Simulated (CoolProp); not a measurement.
Saturated liquid density (kg/m³) of R134a: the reference equation beside estimates from Tc = 101.1 °C, pc = 4.059 MPa, ω = 0.327. Rackett uses Z = 0.29056 − 0.08775 ω.

Values from CoolProp's reference Helmholtz-energy equation of state, Tillner-Roth 1994.

| T (°C) | reference | Rackett | van der Waals | Redlich-Kwong | Peng-Robinson |
|---|---|---|---|---|---|
| -97.55 | 1576 | 1555 | 887.4 | 1320 | 1521 |
| -85.45 | 1544 | 1524 | 871.9 | 1295 | 1499 |
| -73.25 | 1511 | 1493 | 855.7 | 1268 | 1474 |
| -61.15 | 1478 | 1460 | 838.8 | 1239 | 1448 |
| -49.05 | 1444 | 1427 | 821.2 | 1209 | 1420 |
| -36.95 | 1409 | 1392 | 802.7 | 1177 | 1389 |
| -24.85 | 1373 | 1356 | 783.2 | 1143 | 1355 |
| -12.75 | 1336 | 1319 | 762.5 | 1106 | 1318 |

Absolute difference from the reference over all 8 rows, mean and median: Rackett 1.2 and 1.2 %, van der Waals 43.2 and 43.2 %, Redlich-Kwong 16.4 and 16.3 %, Peng-Robinson 2.1 and 1.8 %.
